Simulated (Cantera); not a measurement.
Feed: 1 mol Si2Cl6, 0.011 mol Cl2, 280 mol N2, equilibrated at 1525 °C and 2.30 mbar.

Equilibrium computed with Cantera from the NASA thermochemical tables; the gas is ideal and each condensed phase is pure. Candidate condensed phases: Si, Si3N4; 13 gas species. The feed counts by its element totals alone. The tables' values for SiCl3, SiCl are old estimates; treat these amounts as uncertain. The numbers say what is thermodynamically allowed, not how fast it happens.

Task: What is the equilibrium state?

Result: 
| Item | Result |
|---|---|
| x(N2) | 0.986 |
| x(Cl) | 0.00691 |
| x(SiCl2) | 0.00682 |
| x(SiCl3) | 0.000205 |
| x(SiCl) | 1.01e-5 |
| x(SiCl4) | 9.94e-6 |
| x(Si) | 1.95e-6 |
| x(Cl2) | 1.12e-6 |
| gas amount | 284.0 mol |
| log10 activity of Si(l) (absent) | -2.84 |
